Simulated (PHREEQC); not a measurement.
1 kg of water holding 0.059 mol NaCl meets 20 L of dry gas (O2 1 by moles) at fixed total pressure, at 100 atm; fugacities by Peng-Robinson. The gases take part in no redox reaction, some water evaporates into the gas, and hydrates or a liquid gas phase aren't modelled. No solid was allowed to form.

Computed with PHREEQC (ion-association model, phreeqc.dat).

| T (°C) | dissolved O2 (mol/kgw) | φ of O2 |
|---|---|---|
| 10 | 0.135 | 0.905 |
| 20 | 0.112 | 0.917 |
| 30 | 0.0959 | 0.928 |
| 40 | 0.0849 | 0.938 |
| 50 | 0.0772 | 0.947 |
| 60 | 0.0720 | 0.954 |
| 70 | 0.0685 | 0.961 |
| 80 | 0.0664 | 0.968 |
| 90 | 0.0654 | 0.973 |

Away from 25 °C the constants follow the database's enthalpies or fits; those with neither stay at their 25 °C values.
